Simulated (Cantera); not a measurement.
Cantera run:

```python
import numpy as np
import cantera as ct

gas_names = [...]  # 95 gases of nasa_gas.yaml made of C, F, H
cond_names = """
    C(gr) C6H6(L) C7H8(L) C8H18(L),n-octa
""".split()


# ... load() reads the species with a 1 bar reference pressure and builds the phases ...
atoms = {
    'CH3F': {'C': 1, 'H': 3, 'F': 1},
    'H2': {'H': 2},
}
top_T = {'C(gr)': 4500}  # K; cautious upper limits of use, not melting points


# ... equilibrate(T, P, feed) seeds the gas with the atoms and calls Mixture.equilibrate('TP', solver="vcs", rtol=1e-11, max_steps=5000) ...
results = []
feed = {'CH3F': 1, 'H2': 2.6}  # mol
T = 3075  # K
for P in [1, 3.6, 13, 46, 170, 600, 2200, 7700, 28000, 100000]:
    mix = equilibrate(T, P, feed)
    results.append((T, P, feed, dict(zip(mix.species_names, mix.species_moles))))

top = {s: max(r[3][s] / sum(r[3][g] for g in gas_names) for r in results) for s in gas_names}
cols = sorted((s for s in top if top[s] > 1e-06), key=lambda s: -top[s])[:6]
seen = [c for c in cond_names if any(r[3].get(c, 0) > 1e-12 for r in results)]
print("log10 of partial pressures in bar; condensed amounts in mol")
print(f"{'P/Pa':>10s}" + "".join(f"{s[:9]:>10s}" for s in cols + seen))
for T, P, feed, n in results:
    ng = sum(n[g] for g in gas_names)
    print(f"{P:10.4g}" + "".join(f"{np.log10(max(n[s] / ng * P / 1e5, 1e-99)):10.3f}" for s in cols)
          + "".join(f"{n.get(c, 0):10.4g}" for c in seen))
```

Output:

```
log10 of partial pressures in bar; condensed amounts in mol
      P/Pa         H        H2        HF         C         F C2H2,acet     C(gr)
         1    -5.095    -8.782    -7.556    -6.014    -6.020   -13.938         0
       3.6    -4.538    -7.668    -6.471    -5.476    -5.491   -11.749         0
        13    -3.978    -6.549    -5.439    -5.003    -5.019    -9.683         0
        46    -3.427    -5.446    -4.546    -4.660    -4.678    -7.893         0
       170    -2.867    -4.326    -3.789    -4.397    -4.480    -6.248         0
       600    -2.354    -3.300    -3.150    -4.187    -4.355    -4.802         0
      2200    -1.881    -2.355    -2.511    -4.010    -4.188    -3.503         0
      7700    -1.483    -1.558    -1.893    -3.993    -3.969    -2.672    0.3866
   2.8e+04    -1.130    -0.853    -1.282    -3.993    -3.710    -1.967    0.4714
     1e+05    -0.816    -0.225    -0.699    -3.993    -3.442    -1.339    0.4736
```

Method: chemical equilibrium by Gibbs-energy minimisation in Cantera with the NASA 1993 tables (ideal gas, pure condensed phases).
